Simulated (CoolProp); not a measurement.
A closed Brayton cycle with carbon dioxide: compressor inlet 313.15 K and 9.1 MPa, high pressure 21.2 MPa, turbine inlet 975 K, compressor efficiency 0.85, turbine efficiency 0.93, recuperator effectiveness 0.95 (on enthalpy, no pinch check). Each further row changes one setting.

The numbers come from the reference Helmholtz-energy equation of state, Span 1996 in CoolProp.

```tsv
case	thermal efficiency (%)	net work (kJ/kg)	compressor to turbine work	compressor exit (K)	turbine exit (K)
as stated	…	115	0.17	349.6	858.0
turbine inlet 925 K	39.6	…	0.18	349.6	812.0
compressor inlet 323.15 K	…	…	0.27	…	858.0
high pressure 18 MPa	…	95.3	0.16	…	880.0
recuperator effectiveness 0.5	20.7	115	0.17	349.6	858.0
```

Q: Fill in the missing entries.

A: 
- as stated, thermal efficiency (%): 40.8
- turbine inlet 925 K, net work (kJ/kg): 108
- compressor inlet 323.15 K, thermal efficiency (%): 41.2
- compressor inlet 323.15 K, net work (kJ/kg): 102
- compressor inlet 323.15 K, compressor exit (K): 386.0
- high pressure 18 MPa, thermal efficiency (%): 38.0
- high pressure 18 MPa, compressor exit (K): 342.2
